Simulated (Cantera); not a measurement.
A perfectly stirred reactor is fed with H2 : O2 = 0.04 : 1 (molar parts), at 0.0133 bar; it is held at 1250 K, and followed from long to short residence time.

Cantera simulation using the H2/O2 subset of GRI-Mech 3.0, which has no nitrogen chemistry; the numbers are that mechanism's predictions, not measurements. Radical loss at walls, strong at low pressure, is not modelled. The temperature is held fixed by assumption; the heat of reaction is taken as removed at once.

x: mole fraction; the columns are a selection and need not sum to one.

```
τ (s)        x H2   x O2  x OH       x H      x O
-------  --------  -----  ----  --------  -------
2.7       7.05e-5  0.958     ?   8.75e-5  0.00194
0.97     0.000130  0.956     ?  0.000230  0.00369
0.36     0.000231  0.953     ?  0.000555  0.00659
0.13     0.000405  0.948     ?   0.00124   0.0111
0.047    0.000699  0.942     ?   0.00235   0.0166
0.017     0.00124  0.937     ?   0.00366   0.0211
0.0063    0.00237  0.934     ?   0.00480   0.0226
0.0023    0.00502  0.935     ?   0.00558   0.0209
0.00084    0.0110  0.940     ?   0.00536   0.0162
0.00031    0.0234  0.950     ?   0.00309  0.00822
```

### Question
Complete the blanks.

### Answer

- 2.7, x OH: 0.000890
- 0.97, x OH: 0.00123
- 0.36, x OH: 0.00165
- 0.13, x OH: 0.00217
- 0.047, x OH: 0.00274
- 0.017, x OH: 0.00331
- 0.0063, x OH: 0.00397
- 0.0023, x OH: 0.00478
- 0.00084, x OH: 0.00535
- 0.00031, x OH: 0.00416
